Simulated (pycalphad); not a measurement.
Source of the numbers: pycalphad with the COST 507 light-alloy database (1999); pressure 1 atm. The data set is of 1999 and partly superseded. Diffusion is slow at the low end, where real alloys seldom reach equilibrium.

Cu-29.31Si (wt.%): equilibrium cooling sequence

| T (K) | phases above | phases below |
|---|---|---|
| 1326.0 | LIQUID | DIAMOND_A4 + LIQUID |
| 1073.7 | DIAMOND_A4 + LIQUID | CU19SI6_ETA + DIAMOND_A4 |

Changes were sought between steps of 50 K, so a narrower field can be missed.

Database names, with the compositions (at.%) that they take in these runs: CU19SI6_ETA: Cu 76 Si 24. DIAMOND_A4 is diamond (Si).
